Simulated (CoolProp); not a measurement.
Vapour-liquid equilibrium of hydrogen sulfide (1) + propane (2) at 40.1 kPa; x and y are mole fractions of (1).

The numbers come from the multi-fluid Helmholtz-energy mixture model, Lemmon 2006 and Lemmon 2009; pair parameters Kunz 2012 in CoolProp.

```
x      bubble temperature (K)  y at the bubble point  dew temperature at overall composition x (K)  liquid density (mol/L)
-----  ----------------------  ---------------------  --------------------------------------------  ----------------------
0.05                    204.7                  0.360                                         211.1                   14.13
0.125                   199.0                      …                                         209.7                   14.79
0.2                     196.3                  0.656                                         208.2                   15.46
0.275                       …                  0.696                                         206.6                   16.19
0.35                    194.3                      …                                         204.9                   17.00
0.425                   194.0                  0.727                                         203.1                   17.92
0.5                     193.9                  0.733                                         201.1                   18.94
0.575                   193.8                  0.736                                         198.9                   20.08
0.65                    193.8                  0.739                                         196.5                   21.35
0.725                   193.7                  0.745                                         194.0                   22.74
0.8                     193.8                  0.760                                         194.0                   24.26
0.875                   194.0                  0.796                                         194.8                   25.89
0.95                    194.8                  0.879                                         195.6                   27.58
```

Task: Fill in the missing entries.

Result: 
- 0.125, y at the bubble point: 0.571
- 0.275, bubble temperature (K): 194.9
- 0.35, y at the bubble point: 0.717

y crosses x between x = 0.725 and 0.8: the model has an azeotrope there.

Pair parameters are fitted to limited data, so mixtures are less certain than the pure fluids. With so large a gap from Raoult's law the liquid may split in two, which this calculation doesn't test in full.
